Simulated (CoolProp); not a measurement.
The numbers come from the reference Helmholtz-energy equation of state, Tillner-Roth 1997 in CoolProp.

### Question
For CH2F2 (R32), give the phase and the cp (kJ/(kg K)), expansivity (1/kK) at -13.05 °C and 19.3 MPa; -13.05 °C and 32.1 MPa; -13.05 °C and 57.8 MPa.

### Answer
- -13.05 °C and 19.3 MPa: liquid; cp 1.58, expansivity 2.30
- -13.05 °C and 32.1 MPa: liquid; cp 1.54, expansivity 2.04
- -13.05 °C and 57.8 MPa: liquid; cp 1.50, expansivity 1.71
